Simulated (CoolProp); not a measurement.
Properties of ethanol along the isobar 8.45 MPa.

Model: reference Helmholtz-energy equation of state, Schroeder 2014, in CoolProp.

```csv
T (K),phase,cv (kJ/(kg K)),Joule-Thomson coefficient (K/MPa),isothermal compressibility (1/MPa),viscosity (µPa s)
204.5,liquid,___,-0.4661,0.0005997,12800
226.6,liquid,1.641,-0.4513,0.0006825,6250
248.7,liquid,1.742,-0.4284,0.0007794,3400
270.8,liquid,1.864,-0.4005,0.0008898,2000
292.9,liquid,2.004,-0.3682,0.001016,1260
315,liquid,2.157,-0.3315,___,838
337.1,liquid,2.316,-0.2907,0.001353,584
359.2,liquid,2.473,-0.2448,0.001597,___
381.3,liquid,2.622,-0.1913,0.001938,316
403.4,liquid,2.756,-0.1261,0.002443,240
425.5,liquid,2.860,-0.04490,0.003232,185
```

### Question
Complete the blanks.

### Answer

- 204.5, cv (kJ/(kg K)): 1.569
- 315, isothermal compressibility (1/MPa): 0.001166
- 359.2, viscosity (µPa s): 423

Viscosity comes from a separate model (Kiselev 2005).
